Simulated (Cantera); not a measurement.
# Low-pressure radical oxidation in H2/O2

An isothermal, constant-pressure homogeneous reactor starts with H₂ : O₂ = 0.027 : 1 (molar parts), equivalence ratio 0.013, at 998 K and 13.5 Torr.

Model: the H2/O2 subset of GRI-Mech 3.0, which has no nitrogen chemistry, integrated in Cantera. Radical loss at walls, strong at low pressure, is not modelled.

| t (s) | x H₂ | x O₂ | x OH | x HO₂ | x H |
|---|---|---|---|---|---|
| 1.00e-5 | 0.0263 | 0.974 | <1e-12 | 3.18e-12 | 3.02e-12 |
| 3.32e-5 | 0.0263 | 0.974 | 1.50e-12 | 1.06e-11 | 9.06e-12 |
| 0.000110 | 0.0263 | 0.974 | 1.19e-11 | 3.53e-11 | 2.42e-11 |
| 0.000367 | 0.0263 | 0.974 | 7.61e-11 | 1.19e-10 | 7.46e-11 |
| 0.00122 | 0.0263 | 0.974 | 1.10e-9 | 4.41e-10 | 8.45e-10 |
| 0.00405 | 0.0263 | 0.974 | 1.87e-6 | 1.01e-7 | 1.41e-6 |
| 0.0134 | 0.000557 | 0.962 | 0.00101 | 6.45e-6 | 0.00253 |
| 0.0446 | 6.64e-5 | 0.971 | 0.000342 | 3.28e-6 | 0.000204 |
| 0.148 | 7.68e-6 | 0.973 | 0.000116 | 1.13e-6 | 8.66e-6 |
| 0.493 | 7.37e-7 | 0.973 | 3.85e-5 | 2.57e-7 | 3.08e-7 |
| 1.64 | 8.18e-8 | 0.973 | 1.40e-5 | 4.84e-8 | 1.44e-8 |
| 5.44 | 1.24e-8 | 0.973 | 5.83e-6 | 9.85e-9 | 1.05e-9 |
| 18.1 | 2.50e-9 | 0.973 | 2.72e-6 | 2.34e-9 | 1.07e-10 |
| 60.0 | 6.02e-10 | 0.973 | 1.36e-6 | 6.86e-10 | 1.34e-11 |
x: mole fraction; the columns are a selection and need not sum to one.

Equilibrium at this temperature and pressure: H₂ 1.67e-11, O₂ 0.973, OH 2.29e-7, HO₂ 5.39e-10, H <1e-12 (gas phase only).
